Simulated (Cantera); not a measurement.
**Thermodynamics of chemical vapour transport, feed Al + I2**

Charge: 1 mol Al, a varied amount of I2, at 1550 K and 210000 Pa.

These are equilibrium values from Cantera (NASA tables, ideal gas, pure condensed phases), not measurements of a reactor. Candidate condensed phases: Al, AlI3, I2; 7 gas species. The numbers say what is thermodynamically allowed, not how fast it happens.

```tsv
n(I2) (mol)	x AlI	x AlI3	x I	x Al2I6	x I2	n Al(l)
0.18	0.880	0.117	0.00228	7.21e-6	4.81e-6	0.709
0.21	0.880	0.117	0.00228	7.21e-6	4.81e-6	0.661
0.26	0.880	0.117	0.00228	7.21e-6	4.81e-6	0.580
0.32	0.880	0.117	0.00228	7.21e-6	4.81e-6	0.483
0.38	0.880	0.117	0.00228	7.21e-6	4.81e-6	0.386
0.47	0.880	0.117	0.00228	7.21e-6	4.81e-6	0.240
0.57	0.880	0.117	0.00228	7.21e-6	4.81e-6	0.0786
0.69	0.809	0.188	0.00301	1.85e-5	8.39e-6	0
0.84	0.659	0.336	0.00446	5.93e-5	1.84e-5	0
1	0.500	0.494	0.00620	0.000128	3.57e-5	0
1.2	0.302	0.688	0.00942	0.000249	8.23e-5	0
```
x: gas mole fraction; n: condensed amount in mol.

From 0.18 mol I2 to 0.57 mol I2 the condensed part is Al(l). From 0.69 mol I2 to 1.2 mol I2 nothing is condensed. The main Al-bearing gas is AlI at 0.18 mol I2 and AlI3 at 1.2 mol I2.
